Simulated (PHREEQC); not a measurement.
Solution (50 °C): 0.067 mol CdCl2, 0.16 mol CaCl2, 0.00021 mol NaHCO3 and 0.28 mol Na2SO4 per kg of water. Closed to the air; pH follows from the charge balance.

All values are PHREEQC results (ion-association model, wateq4f.dat), not measurements.

```json
[
 {"quantity": "pH", "before": "6.49", "after": "5.89"},
 {"quantity": "ionic strength (mol/kgw)", "before": "0.927", "after": "0.927"},
 {"quantity": "Cl- (mol/kgw)", "before": "0.369", "after": "0.369"},
 {"quantity": "SO4-2 (mol/kgw)", "before": "0.131", "after": "0.131"},
 {"quantity": "NaSO4- (mol/kgw)", "before": "0.0608", "after": "0.0607"},
 {"quantity": "CdCl+ (mol/kgw)", "before": "0.0304", "after": "0.0305"},
 {"quantity": "SI of CdOHCl (CdOHCl)", "before": "-0.26", "after": "-0.86"},
 {"quantity": "SI of Mirabilite (Na2SO4:10H2O)", "before": "-2.68", "after": "-2.69"}
]
```

### Question
What was changed between the two runs?
A) NaHCO3 left out
B) temperature from 50 to 40 °C
C) CaCl2 replaced by KCl at the same molality
D) CaCl2 replaced by Ca(NO3)2 at the same molality

### Answer
A, NaHCO3 left out

This is a speciation only: nothing precipitates in the calculation. The ionic strength passes 0.7 mol/kgw, the rough limit of the ion-association models, in every such run. Some of these states are supersaturated (in Otavite, Gypsum, for instance). Constants without temperature data keep their 25 °C values here.
